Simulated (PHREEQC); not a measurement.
Dissolve 0.086 mol FeCl3, 0.02 mol CuCl2, 0.01 mol HCl, 0.13 mol Na2SO4 and 0.0041 mol NaNO3 per kg of water at 25 °C. Closed to the air; pH follows from the charge balance.

All values are PHREEQC results (ion-association model, phreeqc.dat), not measurements.

- pH = 2.27
- ionic strength = 0.478 mol/kgw
- activity of water = 0.988
- total alkalinity = -182 meq/kg

```tsv
species	molality	activity	log γ
Cl-	0.288	0.188	-0.185
Na+	0.254	0.182	-0.144
FeSO4+	0.0528	0.0361	-0.165
SO4-2	0.0377	0.00788	-0.680
Cu+2	0.0127	0.00322	-0.597
FeCl+2	0.0109	0.00237	-0.661
NaSO4-	0.0104	0.00720	-0.158
Fe(SO4)2-	0.00850	0.00622	-0.135
H+	0.00709	0.00543	-0.116
HSO4-	0.00569	0.00416	-0.135
CuSO4	0.00464	0.00518	0.048
Fe+3	0.00461	0.000418	-1.043
NO3-	0.00410	0.00253	-0.210
FeCl2+	0.00292	0.00200	-0.165
```

Precipitation was switched off in this run. Examples of supersaturated solids here: Hematite (slow to form), Goethite (slow to form). Others may be too.
